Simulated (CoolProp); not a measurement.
Saturated liquid density (kg/m³) of chlorine: the reference equation beside estimates from Tc = 416.9 K, pc = 7642 kPa, ω = 0.070. Rackett uses Z = 0.29056 − 0.08775 ω.

Values from CoolProp's reference Helmholtz-energy equation of state, Thol 2021.

```json
[
 {"T (K)": "188.3", "reference": "1701", "Rackett": "1585", "Peng-Robinson": "1747"},
 {"T (K)": "203.5", "reference": "1660", "Rackett": "1553", "Peng-Robinson": "1714"},
 {"T (K)": "218.7", "reference": "1620", "Rackett": "1519", "Peng-Robinson": "1680"},
 {"T (K)": "233.8", "reference": "1578", "Rackett": "1485", "Peng-Robinson": "1642"},
 {"T (K)": "249", "reference": "1536", "Rackett": "1449", "Peng-Robinson": "1602"},
 {"T (K)": "264.1", "reference": "1494", "Rackett": "1413", "Peng-Robinson": "1559"},
 {"T (K)": "279.3", "reference": "1450", "Rackett": "1374", "Peng-Robinson": "1511"},
 {"T (K)": "294.4", "reference": "1404", "Rackett": "1333", "Peng-Robinson": "1460"},
 {"T (K)": "309.6", "reference": "1356", "Rackett": "1290", "Peng-Robinson": "1403"},
 {"T (K)": "324.7", "reference": "1306", "Rackett": "1244", "Peng-Robinson": "1340"}
]
```

Absolute difference from the reference over all 10 rows, mean and median: Rackett 5.6 and 5.5 %, Peng-Robinson 3.7 and 3.8 %.
